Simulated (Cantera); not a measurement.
An isothermal, constant-pressure homogeneous reactor starts with C₂H₆ : N₂ = 1 : 4.3 (molar parts), at 2000 K and 10.00 Torr.

Cantera simulation using GRI-Mech 3.0 (53 species, 325 reactions); the numbers are that mechanism's predictions, not measurements. GRI-Mech 3.0 stops at C3 and has no aromatics, soot or wall deposition, so with more carbon than oxygen in the feed, carbon stays in small species such as C2H2 where larger ones or solid carbon would form. Radical loss at walls, strong at low pressure, is not modelled.

x: mole fraction; the columns are a selection and need not sum to one.

```json
[
 {"t (s)": "7.00e-5", "x C₂H₆": "0.0416", "x CH₄": "0.0189", "x CH₃": "0.114", "x H₂": "0.0428", "x C₂H₄": "0.0365", "x C₂H₂": "0.00298"},
 {"t (s)": "0.000194", "x C₂H₆": "0.00122", "x CH₄": "0.0427", "x CH₃": "0.0585", "x H₂": "0.126", "x C₂H₄": "0.0466", "x C₂H₂": "0.0478"},
 {"t (s)": "0.000538", "x C₂H₆": "[?]", "x CH₄": "0.0418", "x CH₃": "[?]", "x H₂": "[?]", "x C₂H₄": "[?]", "x C₂H₂": "[?]"},
 {"t (s)": "0.00149", "x C₂H₆": "1.88e-5", "x CH₄": "0.0346", "x CH₃": "0.00741", "x H₂": "0.221", "x C₂H₄": "0.00362", "x C₂H₂": "0.118"},
 {"t (s)": "0.00413", "x C₂H₆": "6.60e-6", "x CH₄": "0.0266", "x CH₃": "0.00400", "x H₂": "0.236", "x C₂H₄": "0.000909", "x C₂H₂": "0.125"},
 {"t (s)": "0.0115", "x C₂H₆": "2.51e-6", "x CH₄": "0.0176", "x CH₃": "0.00240", "x H₂": "0.249", "x C₂H₄": "0.000324", "x C₂H₂": "0.129"},
 {"t (s)": "0.0318", "x C₂H₆": "6.82e-7", "x CH₄": "0.00815", "x CH₃": "0.00130", "x H₂": "0.261", "x C₂H₄": "8.91e-5", "x C₂H₂": "0.133"},
 {"t (s)": "0.0881", "x C₂H₆": "7.12e-8", "x CH₄": "0.00206", "x CH₃": "0.000474", "x H₂": "0.269", "x C₂H₄": "1.39e-5", "x C₂H₂": "0.136"},
 {"t (s)": "0.244", "x C₂H₆": "1.95e-9", "x CH₄": "0.000251", "x CH₃": "9.63e-5", "x H₂": "0.270", "x C₂H₄": "4.15e-6", "x C₂H₂": "0.136"},
 {"t (s)": "0.677", "x C₂H₆": "2.50e-11", "x CH₄": "2.36e-5", "x CH₃": "1.23e-5", "x H₂": "0.269", "x C₂H₄": "3.33e-6", "x C₂H₂": "0.136"},
 {"t (s)": "1.88", "x C₂H₆": "2.27e-12", "x CH₄": "5.18e-6", "x CH₃": "2.79e-6", "x H₂": "0.269", "x C₂H₄": "3.28e-6", "x C₂H₂": "0.136"},
 {"t (s)": "5.20", "x C₂H₆": "2.10e-12", "x CH₄": "4.80e-6", "x CH₃": "2.59e-6", "x H₂": "0.269", "x C₂H₄": "3.28e-6", "x C₂H₂": "0.136"},
 {"t (s)": "14.4", "x C₂H₆": "2.19e-12", "x CH₄": "5.01e-6", "x CH₃": "2.70e-6", "x H₂": "0.269", "x C₂H₄": "3.27e-6", "x C₂H₂": "0.136"},
 {"t (s)": "40.0", "x C₂H₆": "2.40e-12", "x CH₄": "5.47e-6", "x CH₃": "2.94e-6", "x H₂": "0.269", "x C₂H₄": "3.27e-6", "x C₂H₂": "0.136"}
]
```

Q: What belongs in the gaps?

A: 
- 0.000538, x C₂H₆: 7.17e-5
- 0.000538, x CH₃: 0.0173
- 0.000538, x H₂: 0.193
- 0.000538, x C₂H₄: 0.0160
- 0.000538, x C₂H₂: 0.0991
